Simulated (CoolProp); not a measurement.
Vapour-liquid equilibrium of methanol (1) + toluene (2) at 197.35 °C; x and y are mole fractions of (1).

The numbers come from the multi-fluid Helmholtz-energy mixture model, de Reuck 1993 and Lemmon 2006; pair parameters Bell 2016 in CoolProp.

| x | bubble pressure, mixture model (MPa) | bubble pressure, Raoult's law (MPa) | y, mixture model | y, Raoult's law |
|---|---|---|---|---|
| 0.05 | 1.104 | 0.8712 | 0.322 | 0.220 |
| 0.2 | 1.878 | 1.338 | 0.589 | 0.572 |
| 0.35 | 2.338 | 1.806 | 0.676 | 0.742 |
| 0.5 | 2.691 | 2.273 | 0.736 | 0.843 |
| 0.65 | 3.027 | 2.740 | 0.800 | 0.909 |
| 0.8 | 3.370 | 3.207 | 0.876 | 0.955 |
| 0.95 | 3.716 | 3.675 | 0.967 | 0.990 |

The largest gap from Raoult's law is +40.4 % in bubble pressure, at x = 0.2. No azeotrope shows between x = 0.05 and 0.95.

Pair parameters are fitted to limited data, so mixtures are less certain than the pure fluids.
